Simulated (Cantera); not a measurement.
An isothermal, constant-pressure homogeneous reactor starts with C₂H₆ : N₂ = 1 : 190 (molar parts), at 1950 K and 0.0128 atm.

Cantera simulation using GRI-Mech 3.0 (53 species, 325 reactions); the numbers are that mechanism's predictions, not measurements. GRI-Mech 3.0 stops at C3 and has no aromatics, soot or wall deposition, so with more carbon than oxygen in the feed, carbon stays in small species such as C2H2 where larger ones or solid carbon would form. Radical loss at walls, strong at low pressure, is not modelled.

Problem. Predict: x(CH₃) at 4.00 s; x(C₂H₄) at 4.00 s; x(CH₂) at 4.00 s; x(HCN) at 4.00 s.

Solution. 
| Property | Value |
|---|---|
| x(CH₃) at 4.00 s | 4.82e-8 (gas-phase equilibrium 7.96e-9) |
| x(C₂H₄) at 4.00 s | 6.23e-9 (gas-phase equilibrium 2.55e-10) |
| x(CH₂) at 4.00 s | 3.37e-9 (gas-phase equilibrium 1.02e-9) |
| x(HCN) at 4.00 s | 0.000263 (gas-phase equilibrium 0.00989) |
